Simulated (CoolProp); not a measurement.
A simple Rankine cycle with n-heptane: condensing at 328.15 K, boiler at 1.05 MPa, turbine inlet 599 K, turbine efficiency 0.85, pump efficiency 0.7, no recuperator. Each further row changes one setting.

Model: reference Helmholtz-energy equation of state, Span 2003, in CoolProp. It is a short technical equation, of lower accuracy than the large ones.

| case | thermal efficiency (%) | net work (kJ/kg) | heat in (kJ/kg) | turbine exit temperature (K) | volume ratio over the turbine |
|---|---|---|---|---|---|
| as stated | 15.0 | 145 | 965 | 539.3 | 45.2 |
| condensing temperature 320.15 K | 16.0 | 157 | 984 | 534.7 | 62.1 |
| boiler pressure 0.735 MPa | 13.8 | 134 | 972 | 545.9 | 31.0 |
| turbine efficiency 0.75 | 13.2 | 128 | 965 | 545.8 | 45.8 |
